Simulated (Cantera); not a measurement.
What does this Cantera script print?

```python
import numpy as np
import cantera as ct

gas_names = """
    AL ALN AL2 N N2
""".split()
cond_names = """
    AL(cr) AL(L) ALN(s)
""".split()


# ... load() reads the species with a 1 bar reference pressure and builds the phases ...
atoms = {
    'Al': {'AL': 1},
    'N2': {'N': 2},
}
top_T = {'ALN(s)': 2750}  # K; cautious upper limits of use, not melting points


# ... equilibrate(T, P, feed) seeds the gas with the atoms and calls Mixture.equilibrate('TP', solver="vcs", rtol=1e-11, max_steps=5000) ...
results = []
feed = {'Al': 1, 'N2': 2.6}  # mol
P = 1100  # Pa
for T in [1698, 1773, 1848, 1923, 1998, 2073, 2148, 2223]:
    mix = equilibrate(T, P, feed)
    results.append((T, P, feed, dict(zip(mix.species_names, mix.species_moles))))

top = {s: max(r[3][s] / sum(r[3][g] for g in gas_names) for r in results) for s in gas_names}
cols = sorted((s for s in top if top[s] > 1e-05), key=lambda s: -top[s])[:7]
seen = [c for c in cond_names if any(r[3].get(c, 0) > 1e-12 for r in results)]
print("log10 of partial pressures in bar; condensed amounts in mol")
print(f"{'T/K':>10s}" + "".join(f"{s[:9]:>10s}" for s in cols + seen))
for T, P, feed, n in results:
    ng = sum(n[g] for g in gas_names)
    print(f"{T:10.4g}" + "".join(f"{np.log10(max(n[s] / ng * P / 1e5, 1e-99)):10.3f}" for s in cols)
          + "".join(f"{n.get(c, 0):10.4g}" for c in seen))
```

Output:

```
log10 of partial pressures in bar; condensed amounts in mol
       T/K        N2        AL       AL2    ALN(s)
      1698    -1.959    -6.648   -13.007         1
      1773    -1.959    -5.823   -11.581    0.9997
      1848    -1.959    -5.065   -10.274    0.9984
      1923    -1.960    -4.368    -9.070    0.9918
      1998    -1.966    -3.721    -7.953    0.9628
      2073    -1.990    -3.113    -6.901    0.8355
      2148    -2.100    -2.515    -5.858         0
      2223    -2.100    -2.515    -6.000         0
```

Cantera equilibrium calculation (NASA polynomials, part measured and part estimated; ideal gas, pure solids and liquids).
